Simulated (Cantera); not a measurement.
Charge: 1 mol Si2Cl6, 2.6 mol HCl, 18 mol N2, held at 1523 K and 101000 Pa.

Method: chemical equilibrium by Gibbs-energy minimisation in Cantera with the NASA 1993 tables (ideal gas, pure condensed phases). Candidate condensed phases: NH4Cl, Si, Si3N4; 28 gas species. The feed counts by its element totals alone. The tables' values for SiCl3 are old estimates; treat these amounts as uncertain. The numbers say what is thermodynamically allowed, not how fast it happens.

Task: What is the equilibrium state?

Result: 
```
Property                               Value
--------------------------------  ----------
x(N2)                                  0.814
x(HCl)                                0.0957
x(SiCl4)                              0.0628
x(H2)                                 0.0111
x(SiCl3)                              0.0107
x(SiCl2)                             0.00542
x(SiHCl3)                           0.000816
x(Cl)                                1.68e-5
x(H)                                 2.42e-6
n(Si3N4(s))                       0.0840 mol
gas amount                         21.92 mol
log10 activity of Si(s) (absent)       -2.70
```
